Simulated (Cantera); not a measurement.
Cantera run:

```python
import numpy as np
import cantera as ct

gas_names = """
    B BCL BCL2 BCL3 BH BH2 BH3 BO BOCL BO2 B2 B2O B2O2 B2O3 B3O3CL3 B3O3H3 CL CLO CL2 H HBO HBO2 HCL
    HOCL HO2 H2 H2O H2O2 H3B3O6 O OH O2 O3
""".split()
cond_names = """
    B(b) B(L) B2O3(L) B3O3H3(cr) H2O(s) H2O(L)
""".split()


# ... load() reads the species with a 1 bar reference pressure and builds the phases ...
atoms = {
    'B2O3': {'B': 2, 'O': 3},
    'HCl': {'H': 1, 'CL': 1},
}
top_T = {}  # K; cautious upper limits of use, not melting points


# ... equilibrate(T, P, feed) seeds the gas with the atoms and calls Mixture.equilibrate('TP', solver="vcs", rtol=1e-11, max_steps=5000) ...
results = []
feed = {'B2O3': 1, 'HCl': 19}  # mol
P = 6300  # Pa
for T in [998, 1048, 1098, 1148, 1198, 1248, 1298, 1348, 1398, 1448, 1498, 1548, 1598, 1648]:
    mix = equilibrate(T, P, feed)
    results.append((T, P, feed, dict(zip(mix.species_names, mix.species_moles))))
    x = sorted(zip(gas.X, gas.species_names), reverse=True)
    print(f"T = {T:g} K  P = {P:g} Pa  gas = {mix.phase_moles(0):.4g} mol")
    print("   x: " + "  ".join(f"{s} {v:.3e}" for v, s in x if v > 1e-05))
    print("   condensed (mol): " + ("  ".join(f"{mix.phase(i).name} {mix.phase_moles(i):.4g}"
          for i in range(1, mix.n_phases) if mix.phase_moles(i) > 1e-12) or "none"))
```

It prints:

```
T = 998 K  P = 6300 Pa  gas = 19 mol
   x: HCL 9.997e-01  H2O 1.989e-04  BCL3 1.101e-04  B3O3CL3 2.293e-05
   condensed (mol): B2O3(L) 0.9983
T = 1048 K  P = 6300 Pa  gas = 19 mol
   x: HCL 9.995e-01  H2O 2.670e-04  BCL3 1.462e-04  B3O3CL3 3.322e-05  H2 1.145e-05
   condensed (mol): B2O3(L) 0.9976
T = 1098 K  P = 6300 Pa  gas = 19 mol
   x: HCL 9.994e-01  H2O 3.477e-04  BCL3 1.892e-04  B3O3CL3 4.636e-05  H2 2.062e-05  CL 1.944e-05  HBO2 1.252e-05  CL2 1.090e-05
   condensed (mol): B2O3(L) 0.9967
T = 1148 K  P = 6300 Pa  gas = 19 mol
   x: HCL 9.991e-01  H2O 4.406e-04  BCL3 2.400e-04  B3O3CL3 6.281e-05  CL 4.178e-05  H2 3.619e-05  HBO2 3.199e-05  CL2 1.530e-05
   condensed (mol): B2O3(L) 0.9956
T = 1198 K  P = 6300 Pa  gas = 19 mol
   x: HCL 9.988e-01  H2O 5.441e-04  BCL3 3.000e-04  CL 8.332e-05  B3O3CL3 8.313e-05  HBO2 7.511e-05  H2 6.207e-05  CL2 2.042e-05  BOCL 1.403e-05
   condensed (mol): B2O3(L) 0.9939
T = 1248 K  P = 6300 Pa  gas = 19 mol
   x: HCL 9.984e-01  H2O 6.557e-04  BCL3 3.710e-04  HBO2 1.635e-04  CL 1.558e-04  B3O3CL3 1.081e-04  H2 1.040e-04  BOCL 3.750e-05  CL2 2.610e-05
   condensed (mol): B2O3(L) 0.9915
T = 1298 K  P = 6300 Pa  gas = 19 mol
   x: HCL 9.977e-01  H2O 7.720e-04  BCL3 4.558e-04  HBO2 3.326e-04  CL 2.757e-04  H2 1.700e-04  B3O3CL3 1.388e-04  BOCL 9.300e-05  CL2 3.224e-05
   condensed (mol): B2O3(L) 0.9876
T = 1348 K  P = 6300 Pa  gas = 19.01 mol
   x: HCL 9.967e-01  H2O 8.896e-04  HBO2 6.372e-04  BCL3 5.572e-04  CL 4.650e-04  H2 2.712e-04  BOCL 2.160e-04  B3O3CL3 1.763e-04  CL2 3.875e-05  B2O3 1.060e-05
   condensed (mol): B2O3(L) 0.9814
T = 1398 K  P = 6300 Pa  gas = 19.01 mol
   x: HCL 9.952e-01  HBO2 1.157e-03  H2O 1.006e-03  CL 7.527e-04  BCL3 6.772e-04  BOCL 4.727e-04  H2 4.216e-04  B3O3CL3 2.217e-04  CL2 4.556e-05  B2O3 3.638e-05
   condensed (mol): B2O3(L) 0.971
T = 1448 K  P = 6300 Pa  gas = 19.03 mol
   x: HCL 9.928e-01  HBO2 2.006e-03  CL 1.175e-03  H2O 1.122e-03  BOCL 9.796e-04  BCL3 8.149e-04  H2 6.392e-04  B3O3CL3 2.749e-04  B2O3 1.141e-04  CL2 5.261e-05
   condensed (mol): B2O3(L) 0.9538
T = 1498 K  P = 6300 Pa  gas = 19.06 mol
   x: HCL 9.891e-01  HBO2 3.343e-03  BOCL 1.928e-03  CL 1.776e-03  H2O 1.240e-03  BCL3 9.639e-04  H2 9.454e-04  B3O3CL3 3.339e-04  B2O3 3.305e-04  CL2 5.981e-05
   condensed (mol): B2O3(L) 0.9247
T = 1548 K  P = 6300 Pa  gas = 19.11 mol
   x: HCL 9.832e-01  HBO2 5.390e-03  BOCL 3.608e-03  CL 2.607e-03  H2O 1.368e-03  H2 1.365e-03  BCL3 1.110e-03  B2O3 8.902e-04  B3O3CL3 3.939e-04  CL2 6.708e-05
   condensed (mol): B2O3(L) 0.875
T = 1598 K  P = 6300 Pa  gas = 19.21 mol
   x: HCL 9.739e-01  HBO2 8.458e-03  BOCL 6.427e-03  CL 3.727e-03  B2O3 2.246e-03  H2 1.922e-03  H2O 1.513e-03  BCL3 1.234e-03  B3O3CL3 4.471e-04  CL2 7.422e-05  HBO 1.038e-05
   condensed (mol): B2O3(L) 0.789
T = 1648 K  P = 6300 Pa  gas = 19.37 mol
   x: HCL 9.593e-01  HBO2 1.297e-02  BOCL 1.090e-02  B2O3 5.340e-03  CL 5.194e-03  H2 2.641e-03  H2O 1.683e-03  BCL3 1.313e-03  B3O3CL3 4.847e-04  CL2 8.097e-05  HBO 2.561e-05  H 1.823e-05
   condensed (mol): B2O3(L) 0.6382
```

These are equilibrium values from Cantera (NASA tables, ideal gas, pure condensed phases), not measurements of a reactor. The tables' values for BOCl are old estimates; treat these amounts as uncertain. Gases not in the tables: H3BO3, BHCl2.
